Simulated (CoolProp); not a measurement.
Vapour pressure (kPa) of carbonyl sulfide: the reference equation beside estimates from Tc = 378.8 K, pc = 6369 kPa, ω = 0.098.

The numbers come from the reference Helmholtz-energy equation of state, Lemmon 2006 in CoolProp. It is a short technical equation, of lower accuracy than the large ones.

| T (K) | reference | Lee-Kesler | Soave-Redlich-Kwong |
|---|---|---|---|
| 272.2 | 632.1 | 632.7 | 633.1 |
| 276.6 | 719.6 | 720.5 | 721.6 |
| 281 | 815.6 | 817.0 | 818.9 |
| 285.4 | 920.8 | 922.6 | 925.5 |
| 289.8 | 1035 | 1038 | 1042 |
| 294.2 | 1160 | 1163 | 1169 |
| 298.6 | 1296 | 1299 | 1307 |
| 302.9 | 1439 | 1442 | 1453 |
| 307.3 | 1597 | 1600 | 1614 |
| 311.7 | 1767 | 1771 | 1787 |

Absolute difference from the reference over all 10 rows, mean and median: Lee-Kesler 0.2 and 0.2 %, Soave-Redlich-Kwong 0.7 and 0.7 %.
